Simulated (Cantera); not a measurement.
What does this Cantera script print?

```python
import numpy as np
import cantera as ct

gas_names = [...]  # 139 gases of nasa_gas.yaml made of C, Cu, H, N, O
cond_names = """
    C(gr) C6H6(L) C7H8(L) C8H18(L),n-octa Cu(cr) Cu(L) CuO(s) CuO2H2(s) Cu2O(s) Cu2O(L) H2O(s) H2O(L)
""".split()


# ... load() reads the species with a 1 bar reference pressure and builds the phases ...
atoms = {
    'CuO': {'Cu': 1, 'O': 1},
    'CH4': {'C': 1, 'H': 4},
    'N2': {'N': 2},
}
top_T = {'C(gr)': 4500, 'CuO(s)': 1390}  # K; cautious upper limits of use, not melting points


# ... equilibrate(T, P, feed) seeds the gas with the atoms and calls Mixture.equilibrate('TP', solver="vcs", rtol=1e-11, max_steps=5000) ...
results = []
feed = {'CuO': 1, 'CH4': 0.75, 'N2': 6.6}  # mol
P = 100000  # Pa
for T in [1050, 1200, 1350, 1500, 1650, 1800, 1950, 2100, 2250, 2400, 2550]:
    mix = equilibrate(T, P, feed)
    results.append((T, P, feed, dict(zip(mix.species_names, mix.species_moles))))
    x = sorted(zip(gas.X, gas.species_names), reverse=True)
    print(f"T = {T:g} K  P = {P:g} Pa  gas = {mix.phase_moles(0):.4g} mol")
    print("   x: " + "  ".join(f"{s} {v:.3e}" for v, s in x if v > 0.0001))
    print("   condensed (mol): " + ("  ".join(f"{mix.phase(i).name} {mix.phase_moles(i):.4g}"
          for i in range(1, mix.n_phases) if mix.phase_moles(i) > 1e-12) or "none"))
```

Result:

```
T = 1050 K  P = 100000 Pa  gas = 8.847 mol
   x: N2 7.460e-01  H2 1.512e-01  CO 7.422e-02  H2O 1.800e-02  CO2 1.041e-02  CH4 1.481e-04
   condensed (mol): Cu(cr) 1
T = 1200 K  P = 100000 Pa  gas = 8.85 mol
   x: N2 7.458e-01  H2 1.489e-01  CO 7.701e-02  H2O 2.053e-02  CO2 7.729e-03
   condensed (mol): Cu(cr) 1
T = 1350 K  P = 100000 Pa  gas = 8.85 mol
   x: N2 7.458e-01  H2 1.473e-01  CO 7.871e-02  H2O 2.221e-02  CO2 6.040e-03
   condensed (mol): Cu(cr) 1
T = 1500 K  P = 100000 Pa  gas = 8.85 mol
   x: N2 7.458e-01  H2 1.462e-01  CO 7.982e-02  H2O 2.333e-02  CO2 4.923e-03
   condensed (mol): Cu(L) 0.9999
T = 1650 K  P = 100000 Pa  gas = 8.851 mol
   x: N2 7.457e-01  H2 1.454e-01  CO 8.058e-02  H2O 2.409e-02  CO2 4.157e-03
   condensed (mol): Cu(L) 0.9993
T = 1800 K  P = 100000 Pa  gas = 8.855 mol
   x: N2 7.453e-01  H2 1.447e-01  CO 8.108e-02  H2O 2.462e-02  CO2 3.611e-03  Cu 5.415e-04  H 1.362e-04
   condensed (mol): Cu(L) 0.9952
T = 1950 K  P = 100000 Pa  gas = 8.876 mol
   x: N2 7.436e-01  H2 1.438e-01  CO 8.129e-02  H2O 2.495e-02  CO2 3.207e-03  Cu 2.672e-03  H 4.347e-04
   condensed (mol): Cu(L) 0.9761
T = 2100 K  P = 100000 Pa  gas = 8.949 mol
   x: N2 7.375e-01  H2 1.420e-01  CO 8.092e-02  H2O 2.502e-02  Cu 1.042e-02  CO2 2.886e-03  H 1.174e-03
   condensed (mol): Cu(L) 0.9057
T = 2250 K  P = 100000 Pa  gas = 9.175 mol
   x: N2 7.194e-01  H2 1.375e-01  CO 7.915e-02  Cu 3.367e-02  H2O 2.457e-02  H 2.754e-03  CO2 2.597e-03  Cu2 2.930e-04
   condensed (mol): Cu(L) 0.6857
T = 2400 K  P = 100000 Pa  gas = 9.807 mol
   x: N2 6.730e-01  H2 1.270e-01  Cu 9.348e-02  CO 7.420e-02  H2O 2.299e-02  H 5.669e-03  CO2 2.273e-03  Cu2 1.168e-03  OH 1.886e-04
   condensed (mol): Cu(L) 0.06028
T = 2550 K  P = 100000 Pa  gas = 9.9 mol
   x: N2 6.667e-01  H2 1.232e-01  Cu 9.953e-02  CO 7.363e-02  H2O 2.258e-02  H 1.095e-02  CO2 2.129e-03  Cu2 7.377e-04  OH 4.398e-04
   condensed (mol): none
```

Method: chemical equilibrium by Gibbs-energy minimisation in Cantera with the NASA 1993 tables (ideal gas, pure condensed phases).
